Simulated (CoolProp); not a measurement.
Vapour-liquid equilibrium of R125 (1) + R236FA (2) at 231.8 K; x and y are mole fractions of (1).

The numbers come from the multi-fluid Helmholtz-energy mixture model, Lemmon 2005 and Pan 2012; pair parameters Bell 2016 in CoolProp.

| x | bubble pressure (MPa) | y at the bubble point | dew pressure at overall composition x (MPa) | liquid density (mol/L) |
|---|---|---|---|---|
| 0.05 | 0.01989 | 0.353 | 0.01413 | 10.39 |
| 0.2 | 0.03884 | 0.716 | 0.01650 | 10.68 |
| 0.35 | 0.05752 | 0.841 | 0.01982 | 10.98 |
| 0.5 | 0.07613 | 0.906 | 0.02481 | 11.30 |
| 0.65 | 0.09479 | 0.946 | 0.03312 | 11.62 |
| 0.8 | 0.1137 | 0.973 | 0.04967 | 11.95 |
| 0.95 | 0.1329 | 0.994 | 0.09732 | 12.29 |

No azeotrope shows between x = 0.05 and 0.95.

The pair parameters rest on a limited set of measurements; away from them the model extrapolates. The gap from Raoult's law changes sign with composition, which may be real or a fault of the pair parameters; it wasn't checked against measurements.
